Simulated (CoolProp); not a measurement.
Cyclopropane along the isobar 4160 kPa: Z from the reference equation and from simpler models built on Tc = 125.5 °C, pc = 5605 kPa, ω = 0.131; each cubic takes its own stable root.

Values from CoolProp's reference Helmholtz-energy equation of state, Polt 1992. This equation is an older, rougher fit; its heat capacities, sound speeds and derivatives of the liquid may be far off and weren't checked against measurements.

```csv
T (°C),phase,reference,Pitzer virial,Redlich-Kwong,Soave-Redlich-Kwong,Peng-Robinson
109.25,gas,0.5675,0.7085,0.5952,0.5862,0.5603
116.55,gas,0.6230,0.7257,0.6375,0.6337,0.6083
123.75,gas,0.6621,0.7415,0.6699,?,0.6443
130.95,gas,0.6929,0.7561,0.6966,0.6982,0.6736
138.15,gas,0.7183,0.7698,0.7194,0.7228,?
145.45,gas,0.7401,0.7826,0.7395,0.7443,0.7205
152.65,gas,0.7587,0.7945,0.7571,0.7630,0.7396
159.85,gas,0.7750,0.8056,0.7727,0.7797,0.7567
167.15,gas,0.7895,0.8161,0.7870,?,0.7723
174.35,gas,0.8023,0.8258,0.7998,0.8085,0.7862
181.55,gas,0.8138,0.8349,0.8115,0.8209,0.7989
188.75,gas,0.8241,0.8434,0.8222,0.8322,0.8106
196.05,gas,0.8336,0.8516,0.8322,0.8428,0.8215
```

Problem. Some entries are withheld; supply them.

Solution. 
- 123.75, Soave-Redlich-Kwong: 0.6692
- 138.15, Peng-Robinson: 0.6986
- 167.15, Soave-Redlich-Kwong: 0.7949
